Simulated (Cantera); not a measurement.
What does this Cantera script print?

```python
import numpy as np
import cantera as ct

gas_names = [...]  # 87 gases of nasa_gas.yaml made of C, H, Si
cond_names = """
    C(gr) C6H6(L) C7H8(L) C8H18(L),n-octa Si(cr) Si(L) SiC(b)
""".split()


# ... load() reads the species with a 1 bar reference pressure and builds the phases ...
atoms = {
    'CH3SiH3': {'C': 1, 'H': 6, 'Si': 1},
    'H2': {'H': 2},
}
top_T = {'C(gr)': 4500, 'SiC(b)': 3050}  # K; cautious upper limits of use, not melting points


# ... equilibrate(T, P, feed) seeds the gas with the atoms and calls Mixture.equilibrate('TP', solver="vcs", rtol=1e-11, max_steps=5000) ...
results = []
feed = {'CH3SiH3': 1, 'H2': 190}  # mol
T = 998.15  # K
P = 35000  # Pa
mix = equilibrate(T, P, feed)
results.append((T, P, feed, dict(zip(mix.species_names, mix.species_moles))))
print(gas.report(threshold=1e-05))
for i in range(1, mix.n_phases):
    print(f"{mix.phase(i).name:16s} {mix.phase_moles(i):12.5e} mol")
```

It prints:

```
       temperature   998.15 K
          pressure   35000 Pa
           density   0.0085029 kg/m^3
  mean mol. weight   2.0162 kg/kmol
   phase of matter   gas

                          1 kg             1 kmol
                     ---------------   ---------------
          enthalpy        1.0232e+07         2.063e+07  J
   internal energy         6.116e+06        1.2331e+07  J
           entropy             86753        1.7491e+05  J/K
    Gibbs function       -7.6361e+07       -1.5396e+08  J
 heat capacity c_p             14961             30164  J/K
 heat capacity c_v             10837             21849  J/K

                      mass frac. Y      mole frac. X     chem. pot. / RT
                     ---------------   ---------------   ---------------
               CH4        0.00010402        1.3073e-05           -46.487
                H2           0.99989           0.99999           -18.551
     [  +85 minor]         2.286e-06        1.4705e-07

C(gr)             0.00000e+00 mol
Si(cr)            2.49541e-03 mol
SiC(b)            9.97477e-01 mol
```

Method: chemical equilibrium by Gibbs-energy minimisation in Cantera with the NASA 1993 tables (ideal gas, pure condensed phases). The feed counts by its element totals alone.
